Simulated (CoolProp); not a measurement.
A single-stage vapour-compression cycle with trans-2-butene: evaporating at 262.15 K (dew point), condensing at 322.15 K (bubble point), superheat 5 K, subcooling 5 K, compressor efficiency 0.7, no pressure losses. Each further row changes one setting.

Model: reference Helmholtz-energy equation of state, Lemmon 2005, in CoolProp. It is a short technical equation, of lower accuracy than the large ones.

```json
[
 {"case": "as stated", "cooling COP": "2.50", "pressure ratio": "7.47", "discharge temperature (K)": "348.6", "refrigerating effect (kJ/kg)": "297", "volumetric capacity (kJ/m³)": "486"},
 {"case": "evaporating temperature 267.15 K", "cooling COP": "2.84", "pressure ratio": "6.07", "discharge temperature (K)": "…", "refrigerating effect (kJ/kg)": "…", "volumetric capacity (kJ/m³)": "…"},
 {"case": "condensing temperature 317.15 K", "cooling COP": "…", "pressure ratio": "…", "discharge temperature (K)": "…", "refrigerating effect (kJ/kg)": "309", "volumetric capacity (kJ/m³)": "505"},
 {"case": "subcooling 10 K", "cooling COP": "2.60", "pressure ratio": "7.47", "discharge temperature (K)": "348.6", "refrigerating effect (kJ/kg)": "309", "volumetric capacity (kJ/m³)": "505"},
 {"case": "superheat 15 K", "cooling COP": "…", "pressure ratio": "7.47", "discharge temperature (K)": "359.3", "refrigerating effect (kJ/kg)": "312", "volumetric capacity (kJ/m³)": "490"},
 {"case": "compressor efficiency 0.6", "cooling COP": "2.14", "pressure ratio": "7.47", "discharge temperature (K)": "359.1", "refrigerating effect (kJ/kg)": "297", "volumetric capacity (kJ/m³)": "486"}
]
```

Q: Some entries are withheld; supply them.

A: 
- evaporating temperature 267.15 K, discharge temperature (K): 345.8
- evaporating temperature 267.15 K, refrigerating effect (kJ/kg): 304
- evaporating temperature 267.15 K, volumetric capacity (kJ/m³): 602
- condensing temperature 317.15 K, cooling COP: 2.80
- condensing temperature 317.15 K, pressure ratio: 6.52
- condensing temperature 317.15 K, discharge temperature (K): 342.9
- superheat 15 K, cooling COP: 2.52
